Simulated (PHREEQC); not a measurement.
Alkaline etch or developer: speciation

Dissolve 0.0016 mol/kgw NaOH and 0.0015 mol/kgw H3BO3 at 25 °C. Closed to the air; pH follows from the charge balance.

Computed with PHREEQC (ion-association model, phreeqc.dat).

The pH comes out as 10.31 and the ionic strength is 0.00160 mol/kgw. The total alkalinity comes out as 1.60 meq/kg.

| species | molality | activity | log γ |
|---|---|---|---|
| Na+ | 0.00160 | 0.00153 | -0.019 |
| H2BO3- | 0.00139 | 0.00133 | -0.019 |
| OH- | 0.000214 | 0.000205 | -0.020 |
| H3BO3 | 0.000114 | 0.000114 | 0.000 |

No solid was allowed to form. Species that the database lacks are ignored.
